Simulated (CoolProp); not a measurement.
Vapour-liquid equilibrium of hexamethyldisiloxane (MM) (1) + toluene (2) at 378.2 K; x and y are mole fractions of (1).

Computed with CoolProp (multi-fluid Helmholtz-energy mixture model, Thol 2016 and Lemmon 2006; pair parameters Bell 2016).

| x | bubble pressure (MPa) | y at the bubble point | dew pressure at overall composition x (MPa) | liquid density (mol/L) |
|---|---|---|---|---|
| 0.05 | 0.08901 | 0.077 | 0.08805 | 8.147 |
| 0.15 | 0.09403 | 0.214 | 0.09164 | 7.478 |
| 0.25 | 0.09854 | 0.332 | 0.09538 | 6.891 |
| 0.35 | 0.1025 | 0.436 | 0.09922 | 6.373 |
| 0.45 | 0.1059 | 0.529 | 0.1030 | 5.914 |
| 0.55 | 0.1088 | 0.615 | 0.1067 | 5.505 |
| 0.65 | 0.1112 | 0.697 | 0.1099 | 5.138 |
| 0.75 | 0.1131 | 0.778 | 0.1125 | 4.810 |
| 0.85 | 0.1145 | 0.862 | 0.1143 | 4.514 |
| 0.95 | 0.1152 | 0.952 | 0.1152 | 4.246 |

No azeotrope shows between x = 0.05 and 0.95.

The pair parameters rest on a limited set of measurements; away from them the model extrapolates.
